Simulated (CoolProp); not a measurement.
Vapour-liquid equilibrium of R125 (1) + R1234yf (2) at 0.116 bar; x and y are mole fractions of (1).

Values from CoolProp's multi-fluid Helmholtz-energy mixture model, Lemmon 2005 and Lemmon 2022; pair parameters Bell 2023.

```json
[
 {"x": "0.05", "bubble temperature (K)": "202.5", "y at the bubble point": "0.127", "dew temperature at overall composition x (K)": "203.3", "liquid density (mol/L)": "12.08"},
 {"x": "0.15", "bubble temperature (K)": "___", "y at the bubble point": "0.328", "dew temperature at overall composition x (K)": "202.3", "liquid density (mol/L)": "12.24"},
 {"x": "0.25", "bubble temperature (K)": "___", "y at the bubble point": "0.481", "dew temperature at overall composition x (K)": "201.2", "liquid density (mol/L)": "12.39"},
 {"x": "0.35", "bubble temperature (K)": "196.7", "y at the bubble point": "0.600", "dew temperature at overall composition x (K)": "200.0", "liquid density (mol/L)": "12.54"},
 {"x": "0.45", "bubble temperature (K)": "195.2", "y at the bubble point": "0.695", "dew temperature at overall composition x (K)": "198.8", "liquid density (mol/L)": "12.70"},
 {"x": "0.55", "bubble temperature (K)": "193.9", "y at the bubble point": "0.773", "dew temperature at overall composition x (K)": "197.4", "liquid density (mol/L)": "12.86"},
 {"x": "0.65", "bubble temperature (K)": "___", "y at the bubble point": "0.839", "dew temperature at overall composition x (K)": "195.9", "liquid density (mol/L)": "13.02"},
 {"x": "0.75", "bubble temperature (K)": "191.6", "y at the bubble point": "0.894", "dew temperature at overall composition x (K)": "194.3", "liquid density (mol/L)": "13.18"},
 {"x": "0.85", "bubble temperature (K)": "190.6", "y at the bubble point": "0.941", "dew temperature at overall composition x (K)": "192.5", "liquid density (mol/L)": "13.36"},
 {"x": "0.95", "bubble temperature (K)": "189.6", "y at the bubble point": "0.982", "dew temperature at overall composition x (K)": "190.4", "liquid density (mol/L)": "13.54"}
]
```

**Question.** Fill in the missing entries.

**Answer.** 
- 0.15, bubble temperature (K): 200.3
- 0.25, bubble temperature (K): 198.4
- 0.65, bubble temperature (K): 192.7

No azeotrope shows between x = 0.05 and 0.95.

The pair parameters rest on a limited set of measurements; away from them the model extrapolates.
